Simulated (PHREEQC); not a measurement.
# Leach liquor with hard or scaling water: an equilibrium model

Solution A (2.4 mmol/kgw HCl, 8.9 mmol/kgw CuSO4 and 2.5 mmol/kgw MnSO4) is mixed with solution B (0.00019 mol/kgw Ca(HCO3)2, 7.2e-05 mol/kgw CO2 and 3.2e-05 mol/kgw MgSO4) at 25 °C; shares are by mass of water, 1 kg in all. No oxygen is let in. The system is closed to CO2. Only these solids could form: Calcite, Gypsum, Brucite, Portlandite, Rhodochrosite, Pyrochroite, Nesquehonite, Cu(OH)2, Malachite, Brochantite, Antlerite, Atacamite, Epsomite, Chalcanthite.

The series has 21 steps of share of solution B, from 0 to 1.

Computed with PHREEQC (ion-association model, wateq4f.dat).

Question: Which solids form, in which order, and at which step of the series does each first stand?

Answer: Brochantite from share of solution B = 0.9 (pH 5.24), last present at share of solution B = 0.95.

Question: Between which two steps does the pH jump most, and from what to what?

Answer: Between share of solution B = 0.95 and 1: from 5.53 to 7.06.

Complexes and solids missing from the database can't appear.
